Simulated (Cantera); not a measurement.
A closed system holds: 1 mol Fe(CO)₅, 0.3 mol CO, a varied amount of H₂, held at 1325 °C and 1.90 bar.

Equilibrium computed with Cantera from the NASA thermochemical tables; the gas is ideal and each condensed phase is pure. Candidate condensed phases: C, C₆H₆, C₇H₈, C₈H₁₈, Fe, Fe(CO)₅, FeO, Fe(OH)₂, Fe(OH)₃, Fe₂O₃, Fe₃O₄, H₂O; 114 gas species. Rates play no part.

At 6.8 mol H₂, list the 6 most abundant gas species with their mole fractions, and the condensed phases.

H₂ 0.561, CO 0.438, CH₄ 0.000706, H₂O 0.000574, CO₂ 0.000150, H 2.90e-5. Condensed: Fe(γ).
